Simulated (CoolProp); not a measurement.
A closed Brayton cycle with dry air: compressor inlet 312.15 K and 5.2 MPa, high pressure 11.6 MPa, turbine inlet 690 K, compressor efficiency 0.85, turbine efficiency 0.85, recuperator effectiveness 0.95 (on enthalpy, no pinch check). Each further row changes one setting.

Values from CoolProp's reference Helmholtz-energy equation of state, Lemmon 2000. It is a pseudo-pure fit of the blend.

```csv
case,thermal efficiency (%),net work (kJ/kg),compressor to turbine work,compressor exit (K),turbine exit (K)
as stated,20.6,28.6,0.77,407.8,574.7
turbine inlet 640 K,15.2,19.4,0.83,407.8,531.8
compressor inlet 322.15 K,18.3,25.2,0.80,420.7,574.7
high pressure 9.86 MPa,22.9,26.9,0.74,386.6,596.3
recuperator effectiveness 0.5,13.1,28.6,0.77,407.8,574.7
```
